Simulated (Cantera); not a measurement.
Cantera run:

```python
import numpy as np
import cantera as ct

gas_names = """
    H HO2 H2 H2O H2O2 H2S H2SO4 Mg MgH MgO MgOH MgO2H2 MgS Mg2 O OH O2 O3 S SH SO SO2 SO3 S2 S2O S8
""".split()
cond_names = """
    H2O(s) H2O(L) H2SO4(L) Mg(cr) Mg(L) MgO(s) MgO(L) MgO2H2(s) MgS(s) MgSO4(s) MgSO4(L) S(cr1) S(cr2)
    S(L)
""".split()


def load(file, names, dense=False):
    # The tables refer to 1 bar. Condensed volumes are neglected.
    table = {s.name: s for s in ct.Species.list_from_file(file)}
    out = []
    for n in names:
        d = dict(table[n].input_data)
        d["thermo"] = dict(d["thermo"], **{"reference-pressure": 1e5})
        if dense:
            d["equation-of-state"] = {"model": "constant-volume", "density": "1e6 g/cm^3"}
        out.append(ct.Species.from_dict(d))
    return out


gas = ct.Solution(thermo="ideal-gas", species=load("nasa_gas.yaml", gas_names))
cond = {s.name: ct.Solution(thermo="fixed-stoichiometry", species=[s], name=s.name)
        for s in load("nasa_condensed.yaml", cond_names, dense=True)}
atoms = {
    'MgSO4': {'Mg': 1, 'S': 1, 'O': 4},
    'H2': {'H': 2},
    'H2O': {'H': 2, 'O': 1},
}
top_T = {'MgS(s)': 2250}  # K; cautious upper limits of use, not melting points


def equilibrate(T, P, feed):
    n = {}
    for name, mol in feed.items():
        for a, k in atoms[name].items():
            n[a] = n.get(a, 0.0) + k * mol
    gas.TPX = T, P, n
    mass = sum(n.values()) * gas.mean_molecular_weight
    gas.equilibrate("TP")
    valid = [c for c in cond.values() if c.min_temp <= T <= top_T.get(c.name, c.max_temp)]
    mix = ct.Mixture([(gas, mass / gas.mean_molecular_weight)] + [(c, 0.0) for c in valid])
    mix.T, mix.P = T, P
    mix.equilibrate("TP", solver="vcs", rtol=1e-11, max_steps=5000)
    return mix


results = []
feed = {'MgSO4': 1, 'H2': 0.44, 'H2O': 0.034}  # mol
P = 32000  # Pa
for T in [1123, 1223, 1323, 1423, 1523, 1623, 1723, 1823, 1923, 2023, 2123, 2223]:
    mix = equilibrate(T, P, feed)
    results.append((T, P, feed, dict(zip(mix.species_names, mix.species_moles))))
    x = sorted(zip(gas.X, gas.species_names), reverse=True)
    print(f"T = {T:g} K  P = {P:g} Pa  gas = {mix.phase_moles(0):.4g} mol")
    print("   x: " + "  ".join(f"{s} {v:.3e}" for v, s in x if v > 1e-06))
    print("   condensed (mol): " + ("  ".join(f"{mix.phase(i).name} {mix.phase_moles(i):.4g}"
          for i in range(1, mix.n_phases) if mix.phase_moles(i) > 1e-12) or "none"))
```

Result:

```
T = 1123 K  P = 32000 Pa  gas = 0.9146 mol
   x: H2O 5.183e-01  SO2 4.811e-01  SO3 6.042e-04  O2 1.966e-05
   condensed (mol): MgO(s) 0.4406  MgSO4(s) 0.5594
T = 1223 K  P = 32000 Pa  gas = 0.9563 mol
   x: H2O 4.957e-01  SO2 4.852e-01  O2 1.255e-02  SO3 6.587e-03  OH 5.952e-06
   condensed (mol): MgO(s) 0.4703  MgSO4(s) 0.5297
T = 1323 K  P = 32000 Pa  gas = 1.743 mol
   x: SO2 5.608e-01  H2O 2.720e-01  O2 1.542e-01  SO3 1.302e-02  OH 2.768e-05
   condensed (mol): MgO(s) 1
T = 1423 K  P = 32000 Pa  gas = 1.748 mol
   x: SO2 5.650e-01  H2O 2.712e-01  O2 1.566e-01  SO3 7.159e-03  OH 7.852e-05
   condensed (mol): MgO(s) 1
T = 1523 K  P = 32000 Pa  gas = 1.75 mol
   x: SO2 5.671e-01  H2O 2.707e-01  O2 1.578e-01  SO3 4.242e-03  OH 1.941e-04  O 3.874e-06  H2 3.085e-06  SO 1.278e-06
   condensed (mol): MgO(s) 1
T = 1623 K  P = 32000 Pa  gas = 1.752 mol
   x: SO2 5.681e-01  H2O 2.703e-01  O2 1.584e-01  SO3 2.680e-03  OH 4.288e-04  O 1.338e-05  H2 1.040e-05  SO 5.549e-06
   condensed (mol): MgO(s) 1
T = 1723 K  P = 32000 Pa  gas = 1.753 mol
   x: SO2 5.687e-01  H2O 2.699e-01  O2 1.586e-01  SO3 1.786e-03  OH 8.636e-04  O 4.003e-05  H2 3.051e-05  SO 2.031e-05  H 1.781e-06
   condensed (mol): MgO(s) 1
T = 1823 K  P = 32000 Pa  gas = 1.754 mol
   x: SO2 5.689e-01  H2O 2.694e-01  O2 1.586e-01  OH 1.610e-03  SO3 1.245e-03  O 1.062e-04  H2 7.957e-05  SO 6.449e-05  H 6.832e-06  MgO2H2 2.226e-06  HO2 1.301e-06
   condensed (mol): MgO(s) 1
T = 1923 K  P = 32000 Pa  gas = 1.755 mol
   x: SO2 5.687e-01  H2O 2.685e-01  O2 1.585e-01  OH 2.808e-03  SO3 9.011e-04  O 2.547e-04  H2 1.878e-04  SO 1.815e-04  H 2.282e-05  MgO2H2 5.549e-06  HO2 2.054e-06
   condensed (mol): MgO(s) 1
T = 2023 K  P = 32000 Pa  gas = 1.757 mol
   x: SO2 5.681e-01  H2O 2.670e-01  O2 1.581e-01  OH 4.630e-03  SO3 6.733e-04  O 5.599e-04  SO 4.610e-04  H2 4.068e-04  H 6.771e-05  MgO2H2 1.259e-05  HO2 3.096e-06
   condensed (mol): MgO(s) 1
T = 2123 K  P = 32000 Pa  gas = 1.76 mol
   x: SO2 5.667e-01  H2O 2.648e-01  O2 1.575e-01  OH 7.264e-03  O 1.143e-03  SO 1.071e-03  H2 8.172e-04  SO3 5.165e-04  H 1.813e-04  MgO2H2 2.628e-05  HO2 4.478e-06  MgOH 2.092e-06
   condensed (mol): MgO(s) 0.9999
T = 2223 K  P = 32000 Pa  gas = 1.764 mol
   x: SO2 5.641e-01  H2O 2.614e-01  O2 1.567e-01  OH 1.091e-02  SO 2.304e-03  O 2.187e-03  H2 1.535e-03  H 4.437e-04  SO3 4.050e-04  MgO2H2 5.098e-05  MgOH 8.208e-06  HO2 6.244e-06  Mg 4.856e-06  MgO 3.313e-06  S 2.730e-06
   condensed (mol): MgO(s) 0.9999
```

Method: chemical equilibrium by Gibbs-energy minimisation in Cantera with the NASA 1993 tables (ideal gas, pure condensed phases). Mutual solubility and eutectic melting of coexisting phases are not modelled.
